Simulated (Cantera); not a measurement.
Input: 1 mol CHF3, 3.5 mol H2, at 3298.15 K and 81.0 Pa.

Cantera equilibrium calculation (NASA polynomials, part measured and part estimated; ideal gas, pure solids and liquids). Candidate condensed phases: C, C6H6, C7H8, C8H18; 95 gas species. Kinetics and transport are ignored.

Question: What is the equilibrium state?

Answer: 
```json
{
 "x(H)": "0.648",
 "x(F)": "0.194",
 "x(HF)": "0.0762",
 "x(C)": "0.0669",
 "x(C2)": "0.00487",
 "x(C3)": "0.00367",
 "x(CF)": "0.00319",
 "x(H2)": "0.00257",
 "x(C2H)": "0.000147",
 "gas_amount": "10.96 mol",
 "log10 activity of C(graphite) (absent)": "-1.09"
}
```
